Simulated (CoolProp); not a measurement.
Vapour pressure (bar) of tetradecamethylhexasiloxane (MD4M): the reference equation beside estimates from Tc = 653.2 K, pc = 8.286 bar, ω = 0.800.

Computed with CoolProp (reference Helmholtz-energy equation of state, Thol 2019).

| T (K) | reference | Lee-Kesler | van der Waals |
|---|---|---|---|
| 372.4 | 0.002932 | … | 0.5325 |
| 381.6 | 0.004981 | 0.005692 | 0.6159 |
| 390.9 | 0.008217 | … | 0.7090 |
| 400.1 | 0.01306 | 0.01416 | 0.8101 |
| 409.3 | … | 0.02142 | 0.9205 |
| 418.5 | 0.03029 | … | 1.041 |
| 427.8 | 0.04460 | 0.04594 | … |
| 437 | … | 0.06508 | 1.313 |

What belongs in the gaps?


- 372.4, Lee-Kesler: 0.003463
- 390.9, Lee-Kesler: 0.009125
- 409.3, reference: 0.02016
- 418.5, Lee-Kesler: 0.03165
- 427.8, van der Waals: 1.172
- 437, reference: 0.06390

Absolute difference from the reference over all 8 rows, mean and median: Lee-Kesler 8.4 and 7.3 %, van der Waals 7155.4 and 5284.4 %.
